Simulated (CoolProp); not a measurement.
A single-stage vapour-compression cycle with propylene: evaporating at 292.15 K (dew point), condensing at 316.15 K (bubble point), superheat 2 K, subcooling 0 K, compressor efficiency 0.85, no pressure losses. Each further row changes one setting.

Computed with CoolProp (reference Helmholtz-energy equation of state, Lemmon 2013).

```json
[
 {"case": "as stated", "cooling COP": "8.65", "pressure ratio": "1.78", "discharge temperature (K)": "325.4", "refrigerating effect (kJ/kg)": "284", "volumetric capacity (kJ/m³)": "5850"},
 {"case": "evaporating temperature 297.15 K", "cooling COP": "11.3", "pressure ratio": "1.57", "discharge temperature (K)": "323.8", "refrigerating effect (kJ/kg)": "288", "volumetric capacity (kJ/m³)": "6760"},
 {"case": "condensing temperature 311.15 K", "cooling COP": "11.3", "pressure ratio": "1.59", "discharge temperature (K)": "319.0", "refrigerating effect (kJ/kg)": "298", "volumetric capacity (kJ/m³)": "6140"},
 {"case": "subcooling 5 K", "cooling COP": "9.08", "pressure ratio": "1.78", "discharge temperature (K)": "325.4", "refrigerating effect (kJ/kg)": "299", "volumetric capacity (kJ/m³)": "6140"},
 {"case": "superheat 12 K", "cooling COP": "8.66", "pressure ratio": "1.78", "discharge temperature (K)": "335.1", "refrigerating effect (kJ/kg)": "303", "volumetric capacity (kJ/m³)": "5870"},
 {"case": "compressor efficiency 0.75", "cooling COP": "7.63", "pressure ratio": "1.78", "discharge temperature (K)": "327.4", "refrigerating effect (kJ/kg)": "284", "volumetric capacity (kJ/m³)": "5850"}
]
```
